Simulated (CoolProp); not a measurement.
Dimethyl ether along the isobar 5.9 MPa: Z from the reference equation and from simpler models built on Tc = 400.4 K, pc = 5.337 MPa, ω = 0.196; each cubic takes its own stable root.

The numbers come from the reference Helmholtz-energy equation of state, Wu 2011 in CoolProp.

```
T (K)   phase   reference  van der Waals  Redlich-Kwong
-----  ------  ----------  -------------  -------------
233.6  liquid      0.1840         0.2976         0.2038
245.1  liquid      0.1788         0.2884         0.1983
256.6  liquid      0.1744         0.2804         0.1936
268.1  liquid      0.1705         0.2734         0.1898
279.6  liquid      0.1673         0.2675     (withheld)
291.1  liquid      0.1646         0.2625         0.1844
302.6  liquid  (withheld)     (withheld)         0.1829
314.1  liquid      0.1609         0.2554         0.1822
325.6  liquid      0.1600         0.2534         0.1824
337.1  liquid  (withheld)         0.2524         0.1837
348.6  liquid      0.1605         0.2529         0.1864
360.1  liquid      0.1623         0.2550         0.1908
371.6  liquid      0.1658         0.2595     (withheld)
383.1  liquid      0.1724         0.2680         0.2098
```

**Question.** What belongs in the gaps?

**Answer.** 
- 279.6, Redlich-Kwong: 0.1867
- 302.6, reference: 0.1625
- 302.6, van der Waals: 0.2585
- 337.1, reference: 0.1598
- 371.6, Redlich-Kwong: 0.1980
